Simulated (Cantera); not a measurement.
Charge: 1 mol TEOS, 0.24 mol O3, at 1000 Pa.

Cantera equilibrium calculation (NASA polynomials, part measured and part estimated; ideal gas, pure solids and liquids). Candidate condensed phases: C, C6H6, C7H8, C8H18, H2O, Si, SiC, SiO2; 123 gas species. The feed counts by its element totals alone. The tables hold silica as quartz up to 1696 K and as liquid above; real silica turns to tridymite and cristobalite and melts near 1996 K. The numbers say what is thermodynamically allowed, not how fast it happens.

x: gas mole fraction; n: condensed amount in mol.

```json
[
 {"T (K)": "1098", "x H2": "0.786", "x CO": "0.214", "x H": "2.19e-7", "x SiO": "9.57e-11", "x CH4": "0.000226", "n C(graphite)": "5.28", "n SiO2(β-quartz)": "1.00", "n SiC(s)": "0"},
 {"T (K)": "1173", "x H2": "0.786", "x CO": "0.214", "x H": "…", "x SiO": "…", "x CH4": "…", "n C(graphite)": "5.28", "n SiO2(β-quartz)": "1.00", "n SiC(s)": "0"},
 {"T (K)": "1248", "x H2": "0.786", "x CO": "0.214", "x H": "4.14e-6", "x SiO": "7.80e-7", "x CH4": "6.89e-5", "n C(graphite)": "5.28", "n SiO2(β-quartz)": "1.000", "n SiC(s)": "0"},
 {"T (K)": "1323", "x H2": "0.786", "x CO": "0.214", "x H": "1.41e-5", "x SiO": "3.23e-5", "x CH4": "4.20e-5", "n C(graphite)": "5.28", "n SiO2(β-quartz)": "1.000", "n SiC(s)": "0"},
 {"T (K)": "1398", "x H2": "0.679", "x CO": "0.320", "x H": "3.90e-5", "x SiO": "0.000397", "x CH4": "2.02e-5", "n C(graphite)": "2.29", "n SiO2(β-quartz)": "0", "n SiC(s)": "0.994"},
 {"T (K)": "1473", "x H2": "0.679", "x CO": "0.320", "x H": "…", "x SiO": "…", "x CH4": "…", "n C(graphite)": "2.30", "n SiO2(β-quartz)": "0", "n SiC(s)": "0.992"},
 {"T (K)": "1548", "x H2": "0.679", "x CO": "0.320", "x H": "0.000254", "x SiO": "0.000762", "x CH4": "9.46e-6", "n C(graphite)": "2.30", "n SiO2(β-quartz)": "0", "n SiC(s)": "0.989"},
 {"T (K)": "1623", "x H2": "0.679", "x CO": "0.320", "x H": "0.000569", "x SiO": "0.00101", "x CH4": "6.83e-6", "n C(graphite)": "2.31", "n SiO2(β-quartz)": "0", "n SiC(s)": "0.985"},
 {"T (K)": "1698", "x H2": "0.678", "x CO": "0.319", "x H": "0.00119", "x SiO": "0.00130", "x CH4": "5.08e-6", "n C(graphite)": "2.32", "n SiO2(β-quartz)": "0", "n SiC(s)": "0.981"},
 {"T (K)": "1773", "x H2": "0.677", "x CO": "0.319", "x H": "0.00234", "x SiO": "0.00164", "x CH4": "3.87e-6", "n C(graphite)": "2.33", "n SiO2(β-quartz)": "0", "n SiC(s)": "0.976"}
]
```

### Question
Fill in the missing entries.

### Answer

- 1473, x H: 0.000104
- 1473, x SiO: 0.000559
- 1473, x CH4: 1.35e-5
- 1173, x H: 1.05e-6
- 1173, x SiO: 1.16e-8
- 1173, x CH4: 0.000120
